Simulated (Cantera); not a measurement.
Input: 1 mol SiH4, 0.31 mol N2, equilibrated at 1998 K and 280 Pa.

Cantera equilibrium calculation (NASA polynomials, part measured and part estimated; ideal gas, pure solids and liquids). Candidate condensed phases: Si, Si3N4; 18 gas species. The tables' values for SiN are old estimates; treat these amounts as uncertain. Gases not in the tables: Si2H6 and higher silanes. The numbers say what is thermodynamically allowed, not how fast it happens.

Base state: H2 0.826, N2 0.130, H 0.0276, Si 0.0152, SiH 0.000498, Si2 0.000157, Si2N 9.98e-5, SiH2 8.67e-5 (mole fractions); condensed: Si(l).

**Question.** What changes in the equilibrium state with this change: SiH4 replaced by SiHCl3?

**Answer.** 
| species | before | after |
|---|---|---|
| SiCl2 | 0 | 0.409 |
| HCl | 0 | 0.364 |
| N2 | 0.130 | 0.131 |
| H2 | 0.826 | 0.0270 |
| Cl | 0 | 0.0500 |
| SiCl3 | 0 | 0.0111 |
| Si | 0.0152 | 0.000527 |
| H | 0.0276 | 0.00498 |
| SiCl | 0 | 0.00186 |
| SiCl4 | 0 | 0.000347 |
| Si3 | 3.36e-5 | 1.41e-9 |
| Cl2 | 0 | 1.31e-5 |
| SiH2 | 8.67e-5 | 9.83e-8 |
| Si(l), mol | 0.961 | 0 |
The tables' values for SiCl3, SiCl are old estimates; treat these amounts as uncertain. Further candidate phases: NH4Cl.
